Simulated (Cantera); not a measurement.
An isothermal, constant-pressure homogeneous reactor starts with N₂O : O₂ = 1 : 0.27 (molar parts), at 1023 K and 1.00 bar. Integrator tolerance rtol = 1e-08.

Detailed kinetics in Cantera: GRI-Mech 3.0 (53 species, 325 reactions). GRI-Mech 3.0 was tuned for natural gas; its chemistry of N2O as a main component is partial and can be far from experiment. The mechanism lacks the step 2 NO + O2 → 2 NO2, which can matter for NO2 below about 1400 K. The temperature is held fixed by assumption; the heat of reaction is taken as removed at once.

Q: What does this change do: 0.089 parts H2O added?

A: 
```
quantity                                            before                                     after
----------------  ----------------------------------------  ----------------------------------------
x(N₂O) at 30.0 s     0.521 (gas-phase equilibrium 3.34e-9)     0.438 (gas-phase equilibrium 3.10e-9)
x(O₂) at 30.0 s        0.284 (gas-phase equilibrium 0.435)       0.282 (gas-phase equilibrium 0.414)
x(NO₂) at 30.0 s  0.000130 (gas-phase equilibrium 3.24e-6)  0.000441 (gas-phase equilibrium 3.01e-6)
x(NO) at 30.0 s    0.00805 (gas-phase equilibrium 4.91e-5)   0.00647 (gas-phase equilibrium 4.67e-5)
x(O) at 30.0 s    5.04e-8 (gas-phase equilibrium 2.07e-10)  4.58e-8 (gas-phase equilibrium 2.02e-10)
```

Q: What does this change do: 0.0026 parts H2O added?

A: 
```json
[
 {"quantity": "x(N₂O) at 30.0 s", "before": "0.521 (gas-phase equilibrium 3.34e-9)", "after": "0.517 (gas-phase equilibrium 3.33e-9)"},
 {"quantity": "x(O₂) at 30.0 s", "before": "0.284 (gas-phase equilibrium 0.435)", "after": "0.284 (gas-phase equilibrium 0.434)"},
 {"quantity": "x(NO₂) at 30.0 s", "before": "0.000130 (gas-phase equilibrium 3.24e-6)", "after": "0.000191 (gas-phase equilibrium 3.23e-6)"},
 {"quantity": "x(NO) at 30.0 s", "before": "0.00805 (gas-phase equilibrium 4.91e-5)", "after": "0.00759 (gas-phase equilibrium 4.90e-5)"},
 {"quantity": "x(O) at 30.0 s", "before": "5.04e-8 (gas-phase equilibrium 2.07e-10)", "after": "4.84e-8 (gas-phase equilibrium 2.07e-10)"}
]
```
